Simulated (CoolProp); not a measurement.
Fluorine along the isobar 6.81 MPa: Z from the reference equation and from simpler models built on Tc = -128.7 °C, pc = 5.240 MPa, ω = 0.045; each cubic takes its own stable root.

The numbers come from the reference Helmholtz-energy equation of state, de Reuck 1990 in CoolProp.

```
T (°C)           phase   reference  Redlich-Kwong  Soave-Redlich-Kwong
-------  -------------  ----------  -------------  -------------------
-205.85         liquid      0.2836         0.2789               0.2817
-187.85         liquid      0.2404         0.2374               0.2389
-169.85         liquid  (withheld)         0.2169               0.2173
-151.85         liquid      0.2072         0.2136           (withheld)
-133.85         liquid      0.2199         0.2407               0.2400
-115.95  supercritical      0.5374         0.5367               0.5455
-97.95   supercritical      0.7358         0.7288               0.7391
-79.95   supercritical  (withheld)         0.8170               0.8292
-61.95   supercritical      0.8785         0.8703               0.8838
```

Problem. Complete the blanks.

Solution. 
- -169.85, reference: 0.2167
- -151.85, Soave-Redlich-Kwong: 0.2132
- -79.95, reference: 0.8254
